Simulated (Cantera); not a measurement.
A perfectly stirred reactor is fed with CH4 : N2 = 1 : 7 (molar parts), at 750 Torr; it is held at 1500 K, and followed from long to short residence time.

Detailed kinetics in Cantera: GRI-Mech 3.0 (53 species, 325 reactions). GRI-Mech 3.0 stops at C3 and has no aromatics, soot or wall deposition, so with more carbon than oxygen in the feed, carbon stays in small species such as C2H2 where larger ones or solid carbon would form.

Problem. What does this change do: CH4 1 to 0.12 parts?

Solution. 
| quantity | before | after |
|---|---|---|
| x(CH4) at τ = 2.50 s | 0.0505 | 0.00751 |
| x(C2H4) at τ = 2.50 s | 0.00111 | 6.27e-5 |
| x(H) at τ = 2.50 s | 3.83e-6 | 1.57e-6 |
| x(HCN) at τ = 2.50 s | 7.16e-9 | 3.59e-8 |
| x(CH2) at τ = 2.50 s | 1.26e-9 | 1.59e-9 |
| x(CH4) at τ = 0.120 s | 0.108 | 0.0147 |
| x(C2H4) at τ = 0.120 s | 0.00127 | 0.000245 |
| x(H) at τ = 0.120 s | 9.89e-7 | 4.71e-7 |
| x(HCN) at τ = 0.120 s | 3.45e-10 | 1.77e-9 |
| x(CH2) at τ = 0.120 s | 3.66e-9 | 4.70e-9 |

Problem. What does this change do: CH4 1 to 1.3 parts?

Solution. 
```
quantity                  before     after
----------------------  --------  --------
x(CH4) at τ = 2.50 s      0.0505    0.0617
x(C2H4) at τ = 2.50 s    0.00111   0.00163
x(H) at τ = 2.50 s       3.83e-6   4.26e-6
x(HCN) at τ = 2.50 s     7.16e-9   5.98e-9
x(CH2) at τ = 2.50 s     1.26e-9   1.24e-9
x(CH4) at τ = 0.120 s      0.108     0.135
x(C2H4) at τ = 0.120 s   0.00127   0.00156
x(H) at τ = 0.120 s      9.89e-7   1.10e-6
x(HCN) at τ = 0.120 s   3.45e-10  2.86e-10
x(CH2) at τ = 0.120 s    3.66e-9   3.57e-9
```
